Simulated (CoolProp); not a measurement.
Sulfur dioxide along the isobar 11000 kPa: fugacity coefficient from the reference equation and from simpler models built on Tc = 157.5 °C, pc = 7887 kPa, ω = 0.256; each cubic takes its own stable root.

The numbers come from the reference Helmholtz-energy equation of state, Gao 2016 in CoolProp.

| T (°C) | phase | reference |
|---|---|---|
| 143.85 | liquid | 0.4352 |
| 150.35 | liquid | 0.4680 |
| 156.85 | liquid | 0.5010 |
| 163.25 | supercritical | 0.5331 |
| 169.75 | supercritical | 0.5649 |
| 176.25 | supercritical | 0.5946 |
| 182.65 | supercritical | 0.6204 |
| 189.15 | supercritical | 0.6429 |
| 195.65 | supercritical | 0.6626 |
| 202.15 | supercritical | 0.6804 |
| 208.55 | supercritical | 0.6965 |
| 215.05 | supercritical | 0.7116 |
| 221.55 | supercritical | 0.7256 |
| 227.95 | supercritical | 0.7386 |
| 234.45 | supercritical | 0.7509 |
| 240.95 | supercritical | 0.7626 |

How far does each simpler model (Redlich-Kwong, Peng-Robinson) lie from the reference over these 16 states: mean and median of the absolute difference, and the worst?


- Redlich-Kwong: mean 2.3 %, median 2.1 %, worst +6.5 % at 143.85 °C and 11000 kPa
- Peng-Robinson: mean 2.2 %, median 2.7 %, worst -2.9 % at 208.55 °C and 11000 kPa
